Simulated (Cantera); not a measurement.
A perfectly stirred reactor is fed with CH4 : C2H6 : O2 : N2 = 1 : 0.051 : 1.68 : 6.3 (molar parts), at 0.276 atm; it is adiabatic with a 348 K inlet, and is followed from long to short residence time, starting on the burning branch (τ in s: 0.41, 0.1, 0.026, 0.0065, 0.0016, 0.00041, 0.0001, 2.6e-05, 6.5e-06).

Cantera simulation using GRI-Mech 3.0 (53 species, 325 reactions); the numbers are that mechanism's predictions, not measurements.

One state of this run: T (K) = 2025; x CH4 = 3.30e-5; x C2H6 = 2.81e-7; x O2 = 0.000906; x H = 0.00712; x CO2 = 0.0534; x HCO = 4.94e-7; x N2O = 1.27e-8. x: mole fraction; the columns are a selection and need not sum to one.

Q: Which value of τ (s) does it belong to?
(A) 0.41
(B) 6.5e-6
(C) 0.026
(D) 0.00010

A: C, 0.026
